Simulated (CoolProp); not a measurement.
CH2F2 (R32) along the isobar 17.8 MPa: Z from the reference equation and from simpler models built on Tc = 351.3 K, pc = 5.783 MPa, ω = 0.277; each cubic takes its own stable root.

The numbers come from the reference Helmholtz-energy equation of state, Tillner-Roth 1997 in CoolProp.

| T (K) | phase | reference |
|---|---|---|
| 264.2 | liquid | 0.3725 |
| 278.4 | liquid | 0.3661 |
| 292.7 | liquid | 0.3618 |
| 306.9 | liquid | 0.3598 |
| 321.1 | liquid | 0.3602 |
| 335.4 | liquid | 0.3635 |
| 349.6 | liquid | 0.3703 |
| 363.8 | supercritical | 0.3817 |
| 378.1 | supercritical | 0.3996 |
| 392.3 | supercritical | 0.4257 |
| 406.5 | supercritical | 0.4619 |
| 420.8 | supercritical | 0.5074 |
| 435 | supercritical | 0.5575 |

Task: How far does each simpler model (van der Waals, Redlich-Kwong, Soave-Redlich-Kwong, Peng-Robinson) lie from the reference over these 13 states: mean and median of the absolute difference, and the worst?

Result: 
- van der Waals: mean 56.5 %, median 63.3 %, worst +82.2 % at 264.2 K and 17.8 MPa
- Redlich-Kwong: mean 25.9 %, median 29.8 %, worst +30.8 % at 264.2 K and 17.8 MPa
- Soave-Redlich-Kwong: mean 28.2 %, median 28.0 %, worst +31.1 % at 378.1 K and 17.8 MPa
- Peng-Robinson: mean 16.0 %, median 15.6 %, worst +20.0 % at 392.3 K and 17.8 MPa
